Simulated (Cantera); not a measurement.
**Thermodynamics of silicon epitaxy and polysilicon growth, feed SiHCl3 + HCl + H2**

Feed: 1 mol SiHCl3, 0.048 mol HCl, a varied amount of H2, equilibrated at 1575 K and 75.0 Torr.

Equilibrium computed with Cantera from the NASA thermochemical tables; the gas is ideal and each condensed phase is pure. Candidate condensed phases: Si; 19 gas species. The tables' values for SiCl3, SiCl are old estimates; treat these amounts as uncertain. Kinetics and transport are ignored.

From 7.3 mol H2 to 130 mol H2 the condensed part is Si(s). The main Si-bearing gas is SiCl2 throughout. The share of Si in condensed phases is highest at 130 mol H2 (81.0 %) and lowest at 7.3 mol H2 (15.7 %).

| n(H2) (mol) | x H2 | x HCl | x SiCl2 | x SiCl3 | x SiCl4 | x SiHCl3 | x H | x SiH2Cl2 | n Si(s) |
|---|---|---|---|---|---|---|---|---|---|
| 7.3 | 0.773 | 0.137 | 0.0819 | 0.00634 | 0.00128 | 0.000969 | 0.000116 | 0.000121 | 0.157 |
| 9.8 | 0.814 | 0.120 | 0.0604 | 0.00401 | 0.000698 | 0.000629 | 0.000119 | 9.37e-5 | 0.222 |
| 13 | 0.848 | 0.105 | 0.0439 | 0.00249 | 0.000369 | 0.000398 | 0.000121 | 7.10e-5 | 0.290 |
| 18 | 0.881 | 0.0876 | 0.0295 | 0.00137 | 0.000167 | 0.000224 | 0.000123 | 4.96e-5 | 0.372 |
| 23 | 0.902 | 0.0755 | 0.0214 | 0.000848 | 8.79e-5 | 0.000140 | 0.000125 | 3.68e-5 | 0.435 |
| 31 | 0.923 | 0.0621 | 0.0142 | 0.000456 | 3.84e-5 | 7.62e-5 | 0.000126 | 2.49e-5 | 0.512 |
| 42 | 0.940 | 0.0501 | 0.00907 | 0.000233 | 1.57e-5 | 3.94e-5 | 0.000127 | 1.63e-5 | 0.587 |
| 56 | 0.953 | 0.0404 | 0.00581 | 0.000120 | 6.46e-6 | 2.03e-5 | 0.000128 | 1.06e-5 | 0.653 |
| 75 | 0.964 | 0.0321 | 0.00362 | 5.89e-5 | 2.51e-6 | 1.01e-5 | 0.000129 | 6.65e-6 | 0.714 |
| 100 | 0.972 | 0.0253 | 0.00223 | 2.85e-5 | 9.52e-7 | 4.88e-6 | 0.000130 | 4.13e-6 | 0.768 |
| 130 | 0.978 | 0.0202 | 0.00141 | 1.44e-5 | 3.82e-7 | 2.47e-6 | 0.000130 | 2.64e-6 | 0.810 |
x: gas mole fraction; n: condensed amount in mol.
